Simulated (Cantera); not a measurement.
A closed system holds: 1 mol Cu, 0.39 mol O2, 0.72 mol CO, equilibrated at 100 Torr.

These are equilibrium values from Cantera (NASA tables, ideal gas, pure condensed phases), not measurements of a reactor. Candidate condensed phases: C, Cu, CuO, Cu2O; 15 gas species. Each liquid is taken as pure. Mutual solubility and eutectic melting of coexisting phases are not modelled. The numbers say what is thermodynamically allowed, not how fast it happens.

Q: Which condensed phases are stable at each of these points (T (°C)): 752, 827, 902, 977, 1052, 1127, 1202, 1277, 1352, 1427, 1502, 1577, 1652, 1727?

A: 
| T (°C) | condensed phases | Cu condensed (%) |
|---|---|---|
| 752 | Cu(s) + Cu2O(s) | 100.0 |
| 827 | Cu(s) + Cu2O(s) | 100.0 |
| 902 | Cu(s) + Cu2O(s) | 100.0 |
| 977 | Cu(s) + Cu2O(s) | 100.0 |
| 1052 | Cu(s) + Cu2O(s) | 100.0 |
| 1127 | Cu(l) + Cu2O(s) | 100.0 |
| 1202 | Cu(l) + Cu2O(s) | 100.0 |
| 1277 | Cu(l) + Cu2O(l) | 100.0 |
| 1352 | Cu(l) + Cu2O(l) | 100.0 |
| 1427 | Cu(l) + Cu2O(l) | 99.9 |
| 1502 | Cu(l) + Cu2O(l) | 99.8 |
| 1577 | Cu(l) + Cu2O(l) | 99.5 |
| 1652 | Cu(l) | 98.8 |
| 1727 | Cu(l) | 97.4 |

From 752 °C to 1052 °C the condensed part is Cu(s) + Cu2O(s). From 1127 °C to 1202 °C the condensed part is Cu(l) + Cu2O(s). From 1277 °C to 1577 °C the condensed part is Cu(l) + Cu2O(l). From 1652 °C to 1727 °C the condensed part is Cu(l).
